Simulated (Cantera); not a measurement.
A Cantera script and what it prints.

```python
import numpy as np
import cantera as ct

gas_names = """
    F F2 H HF H2 H2F2 H3F3 H4F4 H5F5 H6F6 H7F7 N NF NF2 NF3 NH NH2 NH3 N2 N2H2 N2H4 Si SiF SiF2 SiF3
    SiF4 SiH SiHF3 SiH2 SiH2F2 SiH3 SiH3F SiH4 SiN Si2 Si2N Si3
""".split()
cond_names = """
    Si(cr) Si(L) Si3N4(a)
""".split()


def load(file, names, dense=False):
    # The tables refer to 1 bar. Condensed volumes are neglected.
    table = {s.name: s for s in ct.Species.list_from_file(file)}
    out = []
    for n in names:
        d = dict(table[n].input_data)
        d["thermo"] = dict(d["thermo"], **{"reference-pressure": 1e5})
        if dense:
            d["equation-of-state"] = {"model": "constant-volume", "density": "1e6 g/cm^3"}
        out.append(ct.Species.from_dict(d))
    return out


gas = ct.Solution(thermo="ideal-gas", species=load("nasa_gas.yaml", gas_names))
cond = {s.name: ct.Solution(thermo="fixed-stoichiometry", species=[s], name=s.name)
        for s in load("nasa_condensed.yaml", cond_names, dense=True)}
atoms = {
    'SiF4': {'Si': 1, 'F': 4},
    'NH3': {'N': 1, 'H': 3},
    'N2': {'N': 2},
}
top_T = {'Si3N4(a)': 2400}  # K; cautious upper limits of use, not melting points


def equilibrate(T, P, feed):
    n = {}
    for name, mol in feed.items():
        for a, k in atoms[name].items():
            n[a] = n.get(a, 0.0) + k * mol
    gas.TPX = T, P, n
    mass = sum(n.values()) * gas.mean_molecular_weight
    gas.equilibrate("TP")
    valid = [c for c in cond.values() if c.min_temp <= T <= top_T.get(c.name, c.max_temp)]
    mix = ct.Mixture([(gas, mass / gas.mean_molecular_weight)] + [(c, 0.0) for c in valid])
    mix.T, mix.P = T, P
    mix.equilibrate("TP", solver="vcs", rtol=1e-11, max_steps=5000)
    return mix


results = []
feed = {'SiF4': 1, 'NH3': 0.12, 'N2': 5.5}  # mol
P = 1000  # Pa
for T in [823, 873, 923, 973, 1023, 1073, 1123, 1173, 1223, 1273, 1323, 1373, 1423]:
    mix = equilibrate(T, P, feed)
    results.append((T, P, feed, dict(zip(mix.species_names, mix.species_moles))))

top = {s: max(r[3][s] / sum(r[3][g] for g in gas_names) for r in results) for s in gas_names}
cols = sorted((s for s in top if top[s] > 0.001), key=lambda s: -top[s])[:5]
seen = [c for c in cond_names if any(r[3].get(c, 0) > 1e-12 for r in results)]
print("log10 of partial pressures in bar; condensed amounts in mol")
print(f"{'T/K':>10s}" + "".join(f"{s[:9]:>10s}" for s in cols + seen))
for T, P, feed, n in results:
    ng = sum(n[g] for g in gas_names)
    print(f"{T:10.4g}" + "".join(f"{np.log10(max(n[s] / ng * P / 1e5, 1e-99)):10.3f}" for s in cols)
          + "".join(f"{n.get(c, 0):10.4g}" for c in seen))
```

Result:

```
log10 of partial pressures in bar; condensed amounts in mol
       T/K        N2      SiF4        H2        HF      SiF3  Si3N4(a)
       823    -2.084    -2.829    -3.574    -6.472    -8.869 1.471e-05
       873    -2.084    -2.829    -3.574    -6.227    -8.189 2.557e-05
       923    -2.084    -2.829    -3.574    -6.008    -7.585 4.128e-05
       973    -2.084    -2.829    -3.575    -5.812    -7.043 6.173e-05
      1023    -2.084    -2.829    -3.576    -5.636    -6.555  8.42e-05
      1073    -2.084    -2.829    -3.577    -5.477    -6.113 0.0001002
      1123    -2.084    -2.830    -3.578    -5.333    -5.711 8.995e-05
      1173    -2.084    -2.831    -3.580    -5.201    -5.344 1.334e-05
      1223    -2.084    -2.832    -3.583    -5.003    -5.087         0
      1273    -2.084    -2.834    -3.588    -4.807    -4.865         0
      1323    -2.084    -2.836    -3.595    -4.623    -4.667         0
      1373    -2.084    -2.840    -3.606    -4.450    -4.487         0
      1423    -2.085    -2.845    -3.620    -4.291    -4.325         0
```

Cantera equilibrium calculation (NASA polynomials, part measured and part estimated; ideal gas, pure solids and liquids). The tables' values for SiF3, SiF2 are old estimates; treat these amounts as uncertain.
